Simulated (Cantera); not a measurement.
A freely propagating, adiabatic, planar premixed flame of C3H8 : O2 : N2 : H2O = 1 : 5 : 18.8 : 0.79 (molar parts), unburnt at 498 K and 5.00 bar; mixture-averaged transport, grid criteria slope 0.08 and curve 0.16, no radiation.

Cantera simulation using GRI-Mech 3.0 (53 species, 325 reactions); the numbers are that mechanism's predictions, not measurements. GRI-Mech 3.0 was tuned for natural gas; its chemistry of propane as a main component is partial and can be far from experiment. Burning velocities carry a grid error of a few per cent, more on coarse grids.

x: mole fraction of selected species; z is measured from the peak of heat release.

| z (mm) | T (K) | u (m/s) | x C3H8 | x O2 | x H2O | x H | x C2H2 | x NO |
|---|---|---|---|---|---|---|---|---|
| -0.258 | 498 | 0.667 | 0.0391 | 0.195 | 0.0309 | <1e-8 | 2.61e-8 | <1e-8 |
| -0.172 | 500 | 0.671 | 0.0390 | 0.195 | 0.0312 | <1e-8 | 5.05e-7 | <1e-8 |
| -0.129 | 508 | 0.683 | 0.0389 | 0.194 | 0.0324 | <1e-8 | 2.83e-6 | 1.64e-8 |
| -0.0860 | … | 0.758 | 0.0384 | 0.188 | 0.0392 | <1e-8 | 2.51e-5 | 1.32e-7 |
| -0.0430 | … | 1.28 | 0.0294 | 0.151 | 0.0742 | 6.62e-6 | 0.000282 | 2.05e-6 |
| -0.0215 | … | 1.91 | 0.0118 | 0.107 | 0.109 | 0.000179 | 0.000729 | 5.83e-6 |
| 0 | … | 2.55 | 0.000342 | 0.0598 | 0.141 | 0.00175 | 0.00115 | 1.21e-5 |
| 0.0215 | 1954 | 2.83 | 1.63e-7 | 0.0339 | 0.155 | 0.00357 | 0.000207 | 2.08e-5 |
| 0.0430 | 2036 | 2.93 | <1e-8 | 0.0241 | 0.159 | 0.00396 | 7.78e-6 | 2.77e-5 |
| 0.0860 | 2128 | 3.04 | <1e-8 | 0.0175 | 0.161 | 0.00325 | 1.44e-8 | 3.58e-5 |
| 0.172 | 2219 | 3.15 | <1e-8 | 0.0130 | 0.166 | 0.00199 | <1e-8 | 4.60e-5 |
| 0.344 | 2290 | 3.23 | <1e-8 | 0.00958 | 0.170 | 0.00107 | <1e-8 | 6.04e-5 |
| 0.688 | 2336 | 3.29 | <1e-8 | 0.00721 | 0.173 | 0.000614 | <1e-8 | 8.04e-5 |

Question: Some entries are withheld; supply them.

Answer: 
- -0.0860, T (K): 560
- -0.0430, T (K): 925
- -0.0215, T (K): 1340
- 0, T (K): 1757
